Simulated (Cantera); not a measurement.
Charge: 1 mol Si, 0.96 mol Br2, 12 mol H2, at 477 °C and 0.825 Torr.

Cantera equilibrium calculation (NASA polynomials, part measured and part estimated; ideal gas, pure solids and liquids). Candidate condensed phases: Br2, Si; 19 gas species. The tables' values for SiBr3 are old estimates; treat these amounts as uncertain. Rates play no part.

Base state: H2 0.956, SiBr4 0.0357, HBr 0.00702, SiHBr3 0.00119, SiBr2 2.33e-5, SiH2Br2 1.85e-5, SiBr3 1.61e-5 (mole fractions); condensed: Si(s).

What changes in the equilibrium state with this change: temperature from 477 °C to 1277 °C?


```json
[
 {"species": "H2", "before": "0.956", "after": "0.876"},
 {"species": "HBr", "before": "0.00702", "after": "0.0910"},
 {"species": "SiBr2", "before": "2.33e-5", "after": "0.0242"},
 {"species": "SiBr4", "before": "0.0357", "after": "6.87e-7"},
 {"species": "Br", "before": "1.92e-9", "after": "0.00773"},
 {"species": "H", "before": "<1e-9", "after": "0.000889"},
 {"species": "SiBr", "before": "<1e-9", "after": "0.000184"},
 {"species": "Si", "before": "<1e-9", "after": "3.02e-5"},
 {"species": "Si(s), mol", "before": "0.538", "after": "0.681"}
]
```
The tables' values for SiBr, SiBr3 are old estimates; treat these amounts as uncertain.
